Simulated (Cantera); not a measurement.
A perfectly stirred reactor is fed with NH₃ : N₂ = 1 : 18 (molar parts), at 1.00 bar; it is held at 2275 K, and followed from long to short residence time.

Model: the gas-phase N/H chemistry of the illustrative SiF4/NH3 mechanism in the Surface Chemkin manual (1991), integrated in Cantera. Walls and surfaces, which speed up NH3 decomposition in real reactors, are not modelled.

What does this change do: temperature 2275 to 1300 K?


```
quantity                  before     after
----------------------  --------  --------
x(NH₃) at τ = 4.70 s     2.86e-5    0.0523
x(N₂H₄) at τ = 4.70 s     <1e-12   1.77e-8
x(N) at τ = 4.70 s       2.70e-6  2.71e-11
x(H) at τ = 4.70 s       0.00222   1.06e-8
x(NH) at τ = 4.70 s      1.83e-6   4.51e-9
x(NH₃) at τ = 96.0 ms    0.00152    0.0526
x(N₂H₄) at τ = 96.0 ms  1.51e-10   2.01e-9
x(N) at τ = 96.0 ms      5.04e-6    <1e-12
x(H) at τ = 96.0 ms     0.000731  7.29e-11
x(NH) at τ = 96.0 ms     1.04e-5  6.53e-10
```

What does this change do: 0.47 parts H2 added?


```json
[
 {"quantity": "x(NH₃) at τ = 4.70 s", "before": "2.86e-5", "after": "3.51e-5"},
 {"quantity": "x(N₂H₄) at τ = 4.70 s", "before": "<1e-12", "after": "<1e-12"},
 {"quantity": "x(N) at τ = 4.70 s", "before": "2.70e-6", "after": "2.37e-6"},
 {"quantity": "x(H) at τ = 4.70 s", "before": "0.00222", "after": "0.00255"},
 {"quantity": "x(NH) at τ = 4.70 s", "before": "1.83e-6", "after": "1.79e-6"},
 {"quantity": "x(NH₃) at τ = 96.0 ms", "before": "0.00152", "after": "0.00143"},
 {"quantity": "x(N₂H₄) at τ = 96.0 ms", "before": "1.51e-10", "after": "1.40e-10"},
 {"quantity": "x(N) at τ = 96.0 ms", "before": "5.04e-6", "after": "5.19e-6"},
 {"quantity": "x(H) at τ = 96.0 ms", "before": "0.000731", "after": "0.000968"},
 {"quantity": "x(NH) at τ = 96.0 ms", "before": "1.04e-5", "after": "1.04e-5"}
]
```
